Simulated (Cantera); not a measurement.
# Equilibrium for boron, boron nitride and boron oxide: BCl3 + H2O + N2 + O2

Input: 1 mol BCl3, 8.9 mol H2O, 0.15 mol N2, 0.069 mol O2, equilibrated at 1175 K and 14.0 Pa.

Cantera equilibrium calculation (NASA polynomials, part measured and part estimated; ideal gas, pure solids and liquids). Candidate condensed phases: B, BN, B2O3, B3O3H3, H2O, NH4Cl; 49 gas species. Kinetics and transport are ignored.

| Property | Value |
|---|---|
| x(H2O) | 0.663 |
| x(HCl) | 0.276 |
| x(HBO2) | 0.0398 |
| x(N2) | 0.0138 |
| x(O2) | 0.00609 |
| x(Cl) | 0.00108 |
| x((HBO2)3) | 8.22e-5 |
| x(B2O3) | 2.85e-5 |
| x(OH) | 2.07e-5 |
| n(B2O3(l)) | 0.283 mol |
| gas amount | 10.84 mol |
| log10 activity of B(s) (absent) | -17.25 |
| log10 activity of B3O3H3(s) (absent) | -36.95 |
